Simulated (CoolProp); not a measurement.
A simple Rankine cycle with CH2F2 (R32): condensing at 296.15 K, boiler at 3.96 MPa, turbine inlet 335.4 K, turbine efficiency 0.75, pump efficiency 0.6, no recuperator. Each further row changes one setting.

Values from CoolProp's reference Helmholtz-energy equation of state, Tillner-Roth 1997.

```json
[
 {"case": "as stated", "thermal efficiency (%)": "6.5", "net work (kJ/kg)": "16.7", "heat in (kJ/kg)": "258", "turbine exit temperature (K)": "296.1", "volume ratio over the turbine": "2.58"},
 {"case": "turbine inlet 355.4 K", "thermal efficiency (%)": "7.1", "net work (kJ/kg)": "21.3", "heat in (kJ/kg)": "301", "turbine exit temperature (K)": "___", "volume ratio over the turbine": "2.30"},
 {"case": "condensing temperature 288.15 K", "thermal efficiency (%)": "___", "net work (kJ/kg)": "21.5", "heat in (kJ/kg)": "272", "turbine exit temperature (K)": "288.1", "volume ratio over the turbine": "3.22"},
 {"case": "boiler pressure 2.77 MPa", "thermal efficiency (%)": "4.6", "net work (kJ/kg)": "13.7", "heat in (kJ/kg)": "298", "turbine exit temperature (K)": "___", "volume ratio over the turbine": "___"},
 {"case": "turbine efficiency 0.65", "thermal efficiency (%)": "5.4", "net work (kJ/kg)": "___", "heat in (kJ/kg)": "258", "turbine exit temperature (K)": "296.1", "volume ratio over the turbine": "___"}
]
```

### Question
Some entries are withheld; supply them.

### Answer

- turbine inlet 355.4 K, turbine exit temperature (K): 299.0
- condensing temperature 288.15 K, thermal efficiency (%): 7.9
- boiler pressure 2.77 MPa, turbine exit temperature (K): 302.6
- boiler pressure 2.77 MPa, volume ratio over the turbine: 1.65
- turbine efficiency 0.65, net work (kJ/kg): 14.0
- turbine efficiency 0.65, volume ratio over the turbine: 2.61

The expansion ends wet for: as stated; condensing temperature 288.15 K; turbine efficiency 0.65.
